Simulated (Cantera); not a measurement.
A Cantera script and what it prints.

```python
import numpy as np
import cantera as ct

gas_names = """
    H HNO HNO2 HNO3 HO2 H2 H2O H2O2 H2S H2SO4 N NH NH2 NH3 NH2OH NO NO2 NO3 N2 N2H2 N2H4 N2O O OH O2 O3
    S SH SN SO SO2 SO3 S2 S2O S8
""".split()
cond_names = """
    H2O(s) H2O(L) H2SO4(L) S(cr1) S(cr2) S(L)
""".split()


# ... load() reads the species with a 1 bar reference pressure and builds the phases ...
atoms = {
    'NH3': {'N': 1, 'H': 3},
    'SO2': {'S': 1, 'O': 2},
    'N2': {'N': 2},
}
top_T = {}  # K; cautious upper limits of use, not melting points


# ... equilibrate(T, P, feed) seeds the gas with the atoms and calls Mixture.equilibrate('TP', solver="vcs", rtol=1e-11, max_steps=5000) ...
results = []
feed = {'NH3': 1, 'SO2': 0.5, 'N2': 34}  # mol
P = 95  # Pa
for T in [1650, 1725, 1800, 1875, 1950, 2025, 2100, 2175, 2250, 2325]:
    mix = equilibrate(T, P, feed)
    results.append((T, P, feed, dict(zip(mix.species_names, mix.species_moles))))

top = {s: max(r[3][s] / sum(r[3][g] for g in gas_names) for r in results) for s in gas_names}
cols = sorted((s for s in top if top[s] > 0.0001), key=lambda s: -top[s])[:8]
seen = [c for c in cond_names if any(r[3].get(c, 0) > 1e-12 for r in results)]
print("log10 of partial pressures in bar; condensed amounts in mol")
print(f"{'T/K':>10s}" + "".join(f"{s[:9]:>10s}" for s in cols + seen))
for T, P, feed, n in results:
    ng = sum(n[g] for g in gas_names)
    print(f"{T:10.4g}" + "".join(f"{np.log10(max(n[s] / ng * P / 1e5, 1e-99)):10.3f}" for s in cols)
          + "".join(f"{n.get(c, 0):10.4g}" for c in seen))
```

It prints:

```
log10 of partial pressures in bar; condensed amounts in mol
       T/K        N2         H        H2       H2O        SO       SO2         O         S
      1650    -3.045    -6.357    -4.631    -4.814    -5.737    -5.351    -9.700    -6.461
      1725    -3.046    -6.037    -4.612    -4.853    -5.584    -5.327    -9.063    -6.214
      1800    -3.046    -5.746    -4.600    -4.890    -5.462    -5.317    -8.473    -6.011
      1875    -3.047    -5.483    -4.599    -4.922    -5.370    -5.318    -7.920    -5.854
      1950    -3.048    -5.245    -4.609    -4.950    -5.306    -5.325    -7.395    -5.746
      2025    -3.049    -5.032    -4.633    -4.976    -5.267    -5.337    -6.894    -5.679
      2100    -3.050    -4.842    -4.672    -5.010    -5.243    -5.355    -6.423    -5.636
      2175    -3.053    -4.675    -4.727    -5.070    -5.228    -5.388    -5.993    -5.593
      2250    -3.056    -4.529    -4.800    -5.178    -5.218    -5.452    -5.621    -5.527
      2325    -3.059    -4.406    -4.896    -5.354    -5.218    -5.570    -5.322    -5.428
```

Cantera equilibrium calculation (NASA polynomials, part measured and part estimated; ideal gas, pure solids and liquids).
